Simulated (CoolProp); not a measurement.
Saturation properties of carbon dioxide (Tc = 304.1 K, pc = 7.377 MPa, ω = 0.224).

The numbers come from the reference Helmholtz-energy equation of state, Span 1996 in CoolProp.

| T (K) | p (MPa) | liquid density (kg/m³) | vapour density (kg/m³) | liquid cp (kJ/(kg K)) |
|---|---|---|---|---|
| 238.5 | 1.217 | 1095 | 31.60 | 2.041 |
| 244.3 | … | 1071 | 38.57 | 2.082 |
| 250.2 | 1.796 | … | 46.95 | … |
| 256.1 | 2.155 | 1018 | 56.87 | 2.201 |
| 262 | 2.563 | 988.8 | 68.64 | 2.287 |
| 267.8 | … | 958.1 | 82.44 | … |
| 273.7 | 3.536 | 924.1 | 99.37 | 2.560 |
| 279.6 | 4.119 | … | 120.2 | … |
| 285.5 | 4.770 | 843.1 | 146.4 | … |

Question: Complete the blanks.

Answer: 
- 244.3, p (MPa): 1.484
- 250.2, liquid density (kg/m³): 1045
- 250.2, liquid cp (kJ/(kg K)): 2.134
- 267.8, p (MPa): 3.017
- 267.8, liquid cp (kJ/(kg K)): 2.400
- 279.6, liquid density (kg/m³): 886.3
- 279.6, liquid cp (kJ/(kg K)): 2.794
- 285.5, liquid cp (kJ/(kg K)): 3.175
